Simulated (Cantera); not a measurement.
## HBr + H2 + N2 (abatement and gas-phase synthesis)

Feed: 1 mol HBr, a varied amount of H2, 9 mol N2, held at 1125 °C and 13.3 mbar.

Cantera equilibrium calculation (NASA polynomials, part measured and part estimated; ideal gas, pure solids and liquids). Candidate condensed phases: Br2; 12 gas species. Equilibrium is a limit: real reactors are often held back by kinetics, nucleation or transport.

```
n(H2) (mol)   x N2     x H2   x HBr      x Br      x H    x Br2     x NH3
-----------  -----  -------  ------  --------  -------  -------  --------
0.063        0.892  0.00927  0.0930   0.00602  3.94e-6  1.73e-5  9.67e-10
0.087        0.890   0.0113  0.0934   0.00546  4.36e-6  1.42e-5   1.31e-9
0.12         0.887   0.0143  0.0937   0.00488  4.90e-6  1.14e-5   1.85e-9
0.17         0.883   0.0188  0.0938   0.00426  5.62e-6  8.66e-6   2.79e-9
0.23         0.878   0.0243  0.0938   0.00375  6.39e-6  6.69e-6   4.08e-9
0.32         0.871   0.0326  0.0935   0.00323  7.40e-6  4.97e-6   6.30e-9
0.45         0.860   0.0444  0.0928   0.00274  8.63e-6  3.59e-6   9.95e-9
0.63         0.846   0.0604  0.0916   0.00232  1.01e-5  2.57e-6   1.57e-8
0.87         0.827   0.0809  0.0899   0.00197  1.17e-5  1.85e-6   2.40e-8
1.2          0.803    0.108  0.0875   0.00166  1.35e-5  1.31e-6   3.65e-8
1.7          0.769    0.146  0.0840   0.00137  1.57e-5  8.96e-7   5.61e-8
2.3          0.731    0.187  0.0801   0.00115  1.77e-5  6.33e-7   7.97e-8
3.2          0.681    0.243  0.0748  0.000945  2.02e-5  4.26e-7   1.13e-7
```
x: gas mole fraction; nothing condenses.

From 0.063 mol H2 to 3.2 mol H2 nothing is condensed.
